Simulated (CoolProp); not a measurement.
A single-stage vapour-compression cycle with R410A: evaporating at 262.15 K (dew point), condensing at 302.15 K (bubble point), superheat 8 K, subcooling 0 K, compressor efficiency 0.65, no pressure losses. Each further row changes one setting.

Model: reference Helmholtz-energy equation of state, Lemmon 2003, in CoolProp. It is a pseudo-pure fit of the blend.

```csv
case,cooling COP,pressure ratio,discharge temperature (K),refrigerating effect (kJ/kg),volumetric capacity (kJ/m³)
as stated,3.32,3.33,345.9,179,3610
evaporating temperature 267.15 K,3.95,2.81,340.4,181,4320
condensing temperature 297.15 K,3.93,2.92,337.2,188,3780
subcooling 5 K,3.48,3.33,345.9,188,3790
superheat 18 K,3.31,3.33,357.7,189,3600
compressor efficiency 0.55,2.81,3.33,355.0,179,3610
```
